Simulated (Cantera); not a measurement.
A closed system holds: 1 mol SiH4, 0.11 mol O3, 17 mol H2, equilibrated at 13000 Pa.

Equilibrium computed with Cantera from the NASA thermochemical tables; the gas is ideal and each condensed phase is pure. Candidate condensed phases: H2O, Si, SiO2; 18 gas species. Mutual solubility and eutectic melting of coexisting phases are not modelled. The tables hold silica as quartz up to 1696 K and as liquid above; real silica turns to tridymite and cristobalite and melts near 1996 K. Gases not in the tables: Si2H6 and higher silanes. The numbers say what is thermodynamically allowed, not how fast it happens.

Question: Which condensed phases are stable at each of these points (T (K)): 1125, 1200, 1275, 1350, 1425, 1500, 1575, 1650, 1725, 1800, 1875, 1950?

Answer: 
```tsv
T (K)	condensed phases	Si condensed (%)
1125	Si(s) + SiO2(β-quartz)	100.0
1200	Si(s) + SiO2(β-quartz)	100.0
1275	Si(s) + SiO2(β-quartz)	99.9
1350	Si(s) + SiO2(β-quartz)	99.6
1425	Si(s) + SiO2(β-quartz)	98.2
1500	Si(s) + SiO2(β-quartz)	92.4
1575	Si(s) + SiO2(β-quartz)	71.8
1650	Si(s)	67.0
1725	Si(l)	67.0
1800	Si(l)	66.9
1875	Si(l)	66.7
1950	Si(l)	66.4
```

From 1125 K to 1575 K the condensed part is Si(s) + SiO2(β-quartz). At 1650 K the condensed part is Si(s). From 1725 K to 1950 K the condensed part is Si(l).
